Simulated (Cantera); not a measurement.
## Stirred combustor or abatement burner

A perfectly stirred reactor is fed with 6.37 % CH₃OH, 19.1 % O₂, 51.0 % N₂, 23.6 % H₂O, equivalence ratio 0.50, at 2.96 atm; it is adiabatic with a 375 K inlet, and is followed from long to short residence time, starting on the burning branch (τ in s: 0.064, 0.034, 0.018, 0.0099, 0.0053, 0.0029, 0.0015, 0.00082, 0.00044, 0.00024, 0.00013, 6.8e-05).

Cantera simulation using GRI-Mech 3.0 (53 species, 325 reactions); the numbers are that mechanism's predictions, not measurements. GRI-Mech 3.0 was tuned for natural gas; its chemistry of methanol as a main component is partial and can be far from experiment.

| τ (s) | T (K) | x CH₃OH | x O₂ | x H₂O | x H₂O₂ | x N₂O | x HCO | x CH₄ |
|---|---|---|---|---|---|---|---|---|
| 0.064 | 1510 | 1.23e-5 | 0.0928 | 0.352 | 3.20e-7 | 3.76e-7 | 1.54e-8 | 2.17e-8 |
| 0.034 | 1507 | 2.08e-5 | 0.0929 | 0.351 | 4.53e-7 | 4.60e-7 | 2.90e-8 | 3.01e-8 |
| 0.018 | 1502 | 3.68e-5 | 0.0933 | 0.351 | 6.72e-7 | 5.30e-7 | 5.50e-8 | 4.58e-8 |
| 0.0099 | 1493 | 6.72e-5 | 0.0939 | 0.351 | 1.08e-6 | 5.60e-7 | 1.01e-7 | 7.80e-8 |
| 0.0053 | 1466 | 0.000164 | 0.0957 | 0.350 | 2.72e-6 | 5.24e-7 | 1.92e-7 | 1.88e-7 |
| 0.0029 | 375 | 0.0637 | 0.191 | 0.236 | <1e-12 | <1e-12 | <1e-12 | <1e-12 |
| 0.0015 | 375 | 0.0637 | 0.191 | 0.236 | <1e-12 | <1e-12 | <1e-12 | <1e-12 |
| 0.00082 | 375 | 0.0637 | 0.191 | 0.236 | <1e-12 | <1e-12 | <1e-12 | <1e-12 |
| 0.00044 | 375 | 0.0637 | 0.191 | 0.236 | <1e-12 | <1e-12 | <1e-12 | <1e-12 |
| 0.00024 | 375 | 0.0637 | 0.191 | 0.236 | <1e-12 | <1e-12 | <1e-12 | <1e-12 |
| 0.00013 | 375 | 0.0637 | 0.191 | 0.236 | <1e-12 | <1e-12 | <1e-12 | <1e-12 |
| 6.8e-5 | 375 | 0.0637 | 0.191 | 0.236 | <1e-12 | <1e-12 | <1e-12 | <1e-12 |
x: mole fraction; the columns are a selection and need not sum to one.
